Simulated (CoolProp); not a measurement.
Vapour-liquid equilibrium of ethanol (1) + isohexane (2) at 172.35 °C; x and y are mole fractions of (1).

Values from CoolProp's multi-fluid Helmholtz-energy mixture model, Schroeder 2014 and Lemmon 2006; pair parameters Bell 2016.

Question: Give the bubble pressure and the first vapour's composition at x = 0.05, 0.65, 0.8. Is there an azeotrope?

Answer: x = 0.05: 1.511 MPa, y = 0.115; x = 0.65: 2.096 MPa, y = 0.618; x = 0.8: 2.013 MPa, y = 0.724. y crosses x between x = 0.5 and 0.65: the model has an azeotrope there.

The pair parameters rest on a limited set of measurements; away from them the model extrapolates.
